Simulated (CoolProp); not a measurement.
The fluid at 374.55 K and 0.632 MPa expands adiabatically to 0.097 MPa with isentropic efficiency 0.85. The same conditions are run with several fluids, on thermodynamics alone (safety and materials aside).

The numbers come from the reference Helmholtz-energy equation of state of each fluid (R236FA: Pan 2012; chlorine: Thol 2021; R410A: Lemmon 2003; sulfur dioxide: Gao 2016; carbonyl sulfide: Lemmon 2006) in CoolProp. Blends and air are pseudo-pure fits.

### Question
Rank R236FA, chlorine, R410A, sulfur dioxide, carbonyl sulfide by work (kJ/kg), highest first.

### Answer
carbonyl sulfide (67.3), sulfur dioxide (61.9), R410A (58.9), chlorine (54.3), R236FA (29.2)

```
fluid             final temperature (K)  final density (kg/m³)
----------------  ---------------------  ---------------------
R236FA                            336.4                   5.38
chlorine                          254.8                   3.32
R410A                             301.9                   2.84
sulfur dioxide                    269.7                   2.84
carbonyl sulfide                  274.3                   2.59
```
